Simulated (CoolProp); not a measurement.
Values from CoolProp's reference Helmholtz-energy equation of state, Lemmon 2006. It is a short technical equation, of lower accuracy than the large ones.

Problem. For nitrous oxide, give the phase and the speed of sound (m/s), Joule-Thomson coefficient (K/MPa), isothermal compressibility (1/MPa), expansivity (1/kK) at 342.4 K and 3.55 MPa; 441.2 K and 3.55 MPa.

Solution. 
- 342.4 K and 3.55 MPa: gas; speed of sound 264, Joule-Thomson coefficient 8.02, isothermal compressibility 0.328, expansivity 4.58
- 441.2 K and 3.55 MPa: gas; speed of sound 313, Joule-Thomson coefficient 4.37, isothermal compressibility 0.296, expansivity 2.75
